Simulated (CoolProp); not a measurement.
Values from CoolProp's reference Helmholtz-energy equation of state, Lemmon 2006. It is a short technical equation, of lower accuracy than the large ones.

Give the vapour pressure (kPa), liquid cp (kJ/(kg K)), liquid viscosity (µPa s) of saturated hydrogen sulfide at 29.05 °C.


| T (°C) | p (kPa) | liquid cp (kJ/(kg K)) | liquid viscosity (µPa s) |
|---|---|---|---|
| 29.05 | 2220 | 2.28 | 120 |

Viscosity comes from a separate model (Quiñones-Cisneros 2012).
